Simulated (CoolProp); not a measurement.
Vapour-liquid equilibrium of dimethyl ether (1) + n-butane (2) at -59.75 °C; x and y are mole fractions of (1).

Model: multi-fluid Helmholtz-energy mixture model, Wu 2011 and Bücker 2006; pair parameters Bell 2016, in CoolProp.

| x | bubble pressure, mixture model (bar) | bubble pressure, Raoult's law (bar) | y, mixture model | y, Raoult's law |
|---|---|---|---|---|
| 0.05 | … | 0.05666 | 0.254 | 0.145 |
| 0.15 | 0.08818 | 0.06805 | … | 0.363 |
| 0.25 | 0.1058 | 0.07943 | … | 0.519 |
| 0.35 | 0.1193 | 0.09082 | … | 0.635 |
| 0.45 | 0.1299 | 0.1022 | 0.747 | 0.726 |
| 0.55 | … | 0.1136 | 0.789 | 0.798 |
| 0.65 | 0.1456 | 0.1250 | 0.826 | 0.857 |
| 0.75 | 0.1519 | 0.1364 | … | 0.907 |
| 0.85 | 0.1577 | 0.1478 | 0.909 | 0.948 |
| 0.95 | … | 0.1591 | 0.965 | 0.984 |

Task: Fill in the missing entries.

Result: 
- 0.05, bubble pressure, mixture model (bar): 0.06507
- 0.15, y, mixture model: 0.500
- 0.25, y, mixture model: 0.621
- 0.35, y, mixture model: 0.695
- 0.55, bubble pressure, mixture model (bar): 0.1384
- 0.75, y, mixture model: 0.865
- 0.95, bubble pressure, mixture model (bar): 0.1628

The largest gap from Raoult's law is +33.2 % in bubble pressure, at x = 0.25. No azeotrope shows between x = 0.05 and 0.95.

The pair parameters rest on a limited set of measurements; away from them the model extrapolates.
